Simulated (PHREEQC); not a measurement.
Make-up at 31 °C: 17 mmol/kgw TMAH, 0.15 mmol/kgw K2SO4 and 7.8 mmol/kgw H3BO3. Closed to the air; pH follows from the charge balance.

All values are PHREEQC results (ion-association model, phreeqc.dat), not measurements.

```tsv
quantity	before	after
pH	11.71	12.87
H3BO3 (mol/kgw)	2.08e-5	1.19e-6
KSO4- (mol/kgw)	2.07e-7	1.03e-7
```

**Question.** What was changed between the two runs?
A. temperature from 31 to 90 °C
B. TMAH replaced by (CH3)4NCl at the same molality
C. TMAH from 0.017 to 0.17 mol/kgw
D. TMAH from 0.017 to 0.0255 mol/kgw
E. TMAH replaced by (CH3)4NF at the same molality

**Answer.** C, TMAH from 0.017 to 0.17 mol/kgw

This is a speciation only: nothing precipitates in the calculation. (CH3)4N+ isn't in the database: it is added as a free cation with an ion size of 4 Å.
